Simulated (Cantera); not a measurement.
## Cu2O + H2 + N2 (hydrogen reduction and annealing atmospheres)

Charge: 1 mol Cu2O, a varied amount of H2, 18 mol N2, equilibrated at 1050 K and 1.95 Torr.

Equilibrium computed with Cantera from the NASA thermochemical tables; the gas is ideal and each condensed phase is pure. Candidate condensed phases: Cu, CuO, Cu(OH)2, Cu2O, H2O; 27 gas species. Kinetics and transport are ignored.

```csv
n(H2) (mol),x H2,x N2,x H2O,x NH3,x H,x Cu,n Cu(s)
160,0.893,0.101,0.00562,2.96e-7,1.50e-7,4.05e-8,2.00
200,0.913,0.0826,0.00459,2.76e-7,1.52e-7,4.05e-8,2.00
250,0.929,0.0672,0.00373,2.56e-7,1.53e-7,4.05e-8,2.00
310,0.942,0.0549,0.00305,2.36e-7,1.54e-7,4.05e-8,2.00
380,0.952,0.0452,0.00251,2.18e-7,1.55e-7,4.05e-8,2.00
470,0.961,0.0369,0.00205,2.00e-7,1.56e-7,4.05e-8,2.00
580,0.968,0.0301,0.00167,1.82e-7,1.57e-7,4.05e-8,2.00
710,0.974,0.0247,0.00137,1.67e-7,1.57e-7,4.05e-8,2.00
880,0.979,0.0200,0.00111,1.51e-7,1.57e-7,4.05e-8,2.00
1100,0.983,0.0161,0.000894,1.36e-7,1.58e-7,4.05e-8,2.00
1300,0.986,0.0137,0.000759,1.26e-7,1.58e-7,4.05e-8,2.00
1600,0.988,0.0111,0.000618,1.14e-7,1.58e-7,4.05e-8,2.00
2000,0.991,0.00892,0.000496,1.03e-7,1.58e-7,4.05e-8,2.00
```
x: gas mole fraction; n: condensed amount in mol.

From 160 mol H2 to 2000 mol H2 the condensed part is Cu(s). The main Cu-bearing gas is Cu throughout.
